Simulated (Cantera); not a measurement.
Cantera run:

```python
import numpy as np
import cantera as ct

gas_names = [...]  # 109 gases of nasa_gas.yaml made of C, Cl, H, Si
cond_names = """
    C(gr) C6H6(L) C7H8(L) C8H18(L),n-octa Si(cr) Si(L) SiC(b)
""".split()


# ... load() reads the species with a 1 bar reference pressure and builds the phases ...
atoms = {
    'SiH2Cl2': {'Si': 1, 'H': 2, 'CL': 2},
    'C3H8': {'C': 3, 'H': 8},
    'H2': {'H': 2},
}
top_T = {'C(gr)': 4500, 'SiC(b)': 3050}  # K; cautious upper limits of use, not melting points


# ... equilibrate(T, P, feed) seeds the gas with the atoms and calls Mixture.equilibrate('TP', solver="vcs", rtol=1e-11, max_steps=5000) ...
results = []
T = 1498.15  # K
P = 110  # Pa
for m in [1.4, 2.2, 3.4, 5.2, 8.1, 13, 20, 30, 47, 74, 110, 180, 280]:
    feed = {'SiH2Cl2': 1, 'C3H8': 0.75, 'H2': m}  # mol
    mix = equilibrate(T, P, feed)
    results.append((T, P, feed, dict(zip(mix.species_names, mix.species_moles))))

top = {s: max(r[3][s] / sum(r[3][g] for g in gas_names) for r in results) for s in gas_names}
cols = sorted((s for s in top if top[s] > 1e-05), key=lambda s: -top[s])[:7]
seen = [c for c in cond_names if any(r[3].get(c, 0) > 1e-12 for r in results)]
print("log10 of partial pressures in bar; condensed amounts in mol")
print(f"{'n(H2)':>10s}" + "".join(f"{s[:9]:>10s}" for s in cols + seen))
for T, P, feed, n in results:
    ng = sum(n[g] for g in gas_names)
    print(f"{feed['H2']:10.4g}" + "".join(f"{np.log10(max(n[s] / ng * P / 1e5, 1e-99)):10.3f}" for s in cols)
          + "".join(f"{n.get(c, 0):10.4g}" for c in seen))
```

Result:

```
log10 of partial pressures in bar; condensed amounts in mol
     n(H2)        H2       HCL     SiCL2         H        CL     SiCL3     C(gr)    SiC(b)
       1.4    -3.119    -3.473    -5.462    -6.324    -6.771    -6.974     1.271    0.9792
       2.2    -3.099    -3.523    -5.582    -6.313    -6.831    -7.154     1.268    0.9823
       3.4    -3.076    -3.589    -5.736    -6.302    -6.908    -7.385     1.264    0.9856
       5.2    -3.053    -3.671    -5.924    -6.291    -7.002    -7.668     1.261    0.9887
       8.1    -3.030    -3.779    -6.162    -6.279    -7.121    -8.024     1.258    0.9917
        13    -3.010    -3.916    -6.456    -6.269    -7.268    -8.465     1.255    0.9942
        20    -2.995    -4.058    -6.755    -6.262    -7.418    -8.913     1.254     0.996
        30    -2.984    -4.203    -7.056    -6.256    -7.569    -9.366     1.252    0.9972
        47    -2.976    -4.375    -7.408    -6.252    -7.744    -9.893     1.251    0.9981
        74    -2.970    -4.556    -7.777    -6.249    -7.929   -10.446      1.25    0.9988
       110    -2.966    -4.719    -8.106    -6.247    -8.093   -10.940     1.249    0.9992
       180    -2.964    -4.925    -8.521    -6.246    -8.301   -11.563     1.247    0.9995
       280    -2.962    -5.113    -8.898    -6.245    -8.489   -12.129     1.245    0.9996
```

These are equilibrium values from Cantera (NASA tables, ideal gas, pure condensed phases), not measurements of a reactor. The tables' values for SiCl3 are old estimates; treat these amounts as uncertain.
